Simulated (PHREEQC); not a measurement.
Solution (20 °C): 0.039 mol Cu(BF4)2 and 0.24 mol Na2SO4 per kg of water. Closed to the air; pH follows from the charge balance.

The numbers come from PHREEQC with the ion-association model, wateq4f.dat.

```
Item                      Result
-----------------  -------------
pH                          2.98
ionic strength     0.627 mol/kgw
activity of water          0.987
total alkalinity     -234 meq/kg
```

```json
[
 {"species": "Na+", "molality": "0.418", "activity": "0.296", "log γ": "-0.149"},
 {"species": "SO4-2", "molality": "0.154", "activity": "0.0291", "log γ": "-0.722"},
 {"species": "BF4-", "molality": "0.0712", "activity": "0.0407", "log γ": "-0.243"},
 {"species": "NaSO4-", "molality": "0.0614", "activity": "0.0419", "log γ": "-0.167"},
 {"species": "CuSO4", "molality": "0.0209", "activity": "0.0241", "log γ": "0.063"},
 {"species": "Cu+2", "molality": "0.0178", "activity": "0.00420", "log γ": "-0.626"},
 {"species": "F-", "molality": "0.00557", "activity": "0.00344", "log γ": "-0.210"},
 {"species": "BF3OH-", "molality": "0.00474", "activity": "0.00271", "log γ": "-0.243"},
 {"species": "HF", "molality": "0.00429", "activity": "0.00496", "log γ": "0.063"},
 {"species": "HSO4-", "molality": "0.00409", "activity": "0.00267", "log γ": "-0.185"},
 {"species": "H+", "molality": "0.00139", "activity": "0.00105", "log γ": "-0.120"},
 {"species": "BF2(OH)2-", "molality": "0.00108", "activity": "0.000614", "log γ": "-0.243"},
 {"species": "H3BO3", "molality": "0.00104", "activity": "0.00120", "log γ": "0.063"}
]
```

This is a speciation only: nothing precipitates in the calculation. Real BF4- forms and hydrolyses slowly; the run takes it at equilibrium.
